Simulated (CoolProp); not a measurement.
A single-stage vapour-compression cycle with the fluid: evaporating at 250.15 K (dew point), condensing at 319.15 K (bubble point), superheat 8 K, subcooling 2 K, compressor efficiency 0.65, no pressure losses. The same conditions are run with several fluids, on thermodynamics alone (safety and materials aside).

Computed with CoolProp (reference Helmholtz-energy equation of state of each fluid (R22: Kamei 1995; carbonyl sulfide: Lemmon 2006; R1336mzz(E): Akasaka 2023; R124: de Vries 1995; R142b: Lemmon 2006; fluoroethane (R161): Wu 2012)).

### Question
Rank R22, carbonyl sulfide, R1336mzz(E), R124, R142b, fluoroethane (R161) by cooling COP, highest first.

### Answer
R142b (1.78), carbonyl sulfide (1.73), fluoroethane (R161) (1.72), R22 (1.69), R124 (1.68), R1336mzz(E) (1.59)

```
fluid                pressure ratio  discharge temperature (K)  refrigerating effect (kJ/kg)  volumetric capacity (kJ/m³)
-------------------  --------------  -------------------------  ----------------------------  ---------------------------
R22                            8.11                      397.7                           146                         1360
carbonyl sulfide               6.79                      434.1                           206                         1880
R1336mzz(E)                    16.0                      336.5                          92.4                          171
R124                           11.2                      350.3                           102                          416
R142b                          11.0                      365.6                           151                          404
fluoroethane (R161)            8.33                      390.2                           270                         1200
```
